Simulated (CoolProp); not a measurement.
Values from CoolProp's reference Helmholtz-energy equation of state, Penoncello 2003.

Question: Give the vapour pressure (kPa), liquid density (kg/m³), vapour density (kg/m³), enthalpy of vaporisation (kJ/kg) of saturated CHF3 (R23) at 183.2 K.

Answer: 
| T (K) | p (kPa) | liquid density (kg/m³) | vapour density (kg/m³) | enthalpy of vaporisation (kJ/kg) |
|---|---|---|---|---|
| 183.2 | 62.6 | 1480 | 2.97 | 246 |
